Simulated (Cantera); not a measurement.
Input: 1 mol B2O3, 5.6 mol N2, 0.18 mol H2, held at 2375 K and 1.00 bar.

These are equilibrium values from Cantera (NASA tables, ideal gas, pure condensed phases), not measurements of a reactor. Equilibrium is a limit: real reactors are often held back by kinetics, nucleation or transport.

| species | before | after |
|---|---|---|
| N2 | 0.822 | 0.800 |
| B2O3 | 0.123 | 0.113 |
| HBO2 | 0.0223 | 0.0444 |
| O2 | 4.08e-8 | 0.0160 |
| H2 | 0.0109 | 7.49e-5 |
| BO2 | 0.000646 | 0.0155 |
| B2O2 | 0.00520 | 7.65e-6 |
| O | 1.53e-6 | 0.000958 |
| NO | 8.21e-6 | 0.00507 |
| HBO | 0.00577 | 1.83e-5 |
| OH | 1.68e-5 | 0.000874 |
| BO | 0.00826 | 0.000317 |
Gas species are given as mole fractions.

**Question.** Name the change that produced these shifts.
A) temperature from 2375 K to 1650 K
B) H2 from 0.18 to 0.45 mol
C) 0.25 mol O2 added
D) H2 from 0.18 to 0.24 mol

**Answer.** C, 0.25 mol O2 added
